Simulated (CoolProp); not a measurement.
Toluene at several states: fugacity coefficient from the reference equation and from simpler models built on Tc = 591.7 K, pc = 4126 kPa, ω = 0.266; each cubic takes its own stable root.

Values from CoolProp's reference Helmholtz-energy equation of state, Lemmon 2006. It is a short technical equation, of lower accuracy than the large ones.

| T (K) | p (kPa) | phase | reference |
|---|---|---|---|
| 309.1 | 163 | liquid | 0.04012 |
| 303.3 | 53.4 | liquid | 0.09211 |
| 297.9 | 538 | liquid | 0.007107 |

Problem. How far does each simpler model (van der Waals, Soave-Redlich-Kwong, Peng-Robinson) lie from the reference over these 3 states: mean and median of the absolute difference, and the worst?

Solution. 
- van der Waals: mean 2034.6 %, median 2131.8 %, worst +3005.4 % at 297.9 K and 538 kPa
- Soave-Redlich-Kwong: mean 3.0 %, median 2.9 %, worst -3.1 % at 303.3 K and 53.4 kPa
- Peng-Robinson: mean 3.7 %, median 3.7 %, worst +4.3 % at 297.9 K and 538 kPa

At some of these states van der Waals gives the other phase, because its saturation line lies elsewhere.
